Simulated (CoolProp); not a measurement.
Isobutane along the isobar 16.2 MPa: fugacity coefficient from the reference equation and from simpler models built on Tc = 407.8 K, pc = 3.629 MPa, ω = 0.184; each cubic takes its own stable root.

Values from CoolProp's reference Helmholtz-energy equation of state, Bücker 2006.

| T (K) | phase | reference | van der Waals | Redlich-Kwong |
|---|---|---|---|---|
| 331.7 | liquid | 0.08135 | 0.1787 | 0.1003 |
| 349.4 | liquid | 0.1125 | 0.2101 | 0.1333 |
| 367 | liquid | 0.1488 | 0.2425 | 0.1703 |
| 384.6 | liquid | 0.1899 | 0.2759 | 0.2106 |
| 402.3 | liquid | 0.2352 | 0.3100 | 0.2536 |
| 419.9 | supercritical | 0.2833 | 0.3442 | 0.2980 |
| 437.6 | supercritical | 0.3336 | 0.3785 | 0.3434 |
| 455.2 | supercritical | 0.3845 | 0.4124 | 0.3884 |
| 472.9 | supercritical | 0.4354 | 0.4459 | 0.4330 |
| 490.5 | supercritical | 0.4849 | 0.4784 | 0.4759 |
